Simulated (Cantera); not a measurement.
Feed: 1 mol Fe(CO)₅, 0.38 mol O₂, 0.59 mol H₂, equilibrated at 101000 Pa.

These are equilibrium values from Cantera (NASA tables, ideal gas, pure condensed phases), not measurements of a reactor. Candidate condensed phases: C, C₆H₆, C₇H₈, C₈H₁₈, Fe, Fe(CO)₅, FeO, Fe(OH)₂, Fe(OH)₃, Fe₂O₃, Fe₃O₄, H₂O; 114 gas species. Kinetics and transport are ignored. All values below are at 1473 K.

Base state: CO 0.785, CO₂ 0.109, H₂ 0.0786, H₂O 0.0270 (mole fractions); condensed: Fe(γ).

Q: What changes in the equilibrium state with this change: O₂ from 0.38 to 1 mol?

A: 
```csv
species,before,after
CO,0.785,0.750
CO₂,0.109,0.145
H₂,0.0786,0.0714
H₂O,0.0270,0.0341
"Fe(γ), mol",1.000,0
"FeO(s), mol",0,1.000
```
The tables' stoichiometric FeO is somewhat more stable than real wüstite, so its field is too wide. FeO: taken at fixed stoichiometry.
